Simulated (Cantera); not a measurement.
Input: 1 mol TiCl4, 0.1 mol O2, equilibrated at 650 Pa.

These are equilibrium values from Cantera (NASA tables, ideal gas, pure condensed phases), not measurements of a reactor. Candidate condensed phases: Ti, TiCl2, TiCl3, TiCl4, TiO, TiO2, Ti2O3, Ti3O5, Ti4O7; 15 gas species. The tables' values for TiCl2 are old estimates; treat these amounts as uncertain. The numbers say what is thermodynamically allowed, not how fast it happens.

x: gas mole fraction; n: condensed amount in mol.

```tsv
T (K)	x TiCl4	x Cl	x Cl2	x TiCl3	x TiOCl2	n TiO2(rutile)
1223	0.806	0.0301	0.164	3.50e-5	6.75e-7	0.1000
1323	0.789	[?]	[?]	[?]	[?]	0.1000
1423	0.762	[?]	[?]	[?]	[?]	0.1000
1523	0.728	0.208	0.0606	0.00373	0.000213	0.0999
1623	0.687	0.268	0.0295	0.0147	0.000880	0.0994
1723	0.616	0.318	0.0140	0.0492	0.00298	0.0980
1823	0.484	0.378	0.00753	0.122	0.00819	0.0939
```

Task: Some entries are withheld; supply them.

Result: 
- 1423, x Cl: 0.135
- 1423, x Cl2: 0.103
- 1423, x TiCl3: 0.000884
- 1423, x TiOCl2: 4.15e-5
- 1323, x Cl: 0.0705
- 1323, x Cl2: 0.140
- 1323, x TiCl3: 0.000191
- 1323, x TiOCl2: 6.24e-6
